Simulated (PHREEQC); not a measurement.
Consider water at 25 °C with 0.011 mol/kgw KH2PO4 and 0.00088 mol/kgw KOH. Closed to the air; pH follows from the charge balance.

Equilibrium calculation in PHREEQC: ion-association model, phreeqc.dat.

| Item | Result |
|---|---|
| pH | 6.00 |
| ionic strength | 0.0127 mol/kgw |
| specific conductance | 1180 µS/cm |
| total alkalinity | 0.880 meq/kg |

```tsv
species	molality	activity	log γ
K+	0.0119	0.0106	-0.051
H2PO4-	0.0101	0.00906	-0.048
HPO4-2	0.000870	0.000556	-0.194
KHPO4-	1.28e-5	1.15e-5	-0.048
H3PO4	1.35e-6	1.35e-6	0.001
H+	1.12e-6	1.01e-6	-0.043
OH-	1.12e-8	1.00e-8	-0.051
```

This is a speciation only: nothing precipitates in the calculation. Complexes and solids missing from the database can't appear.
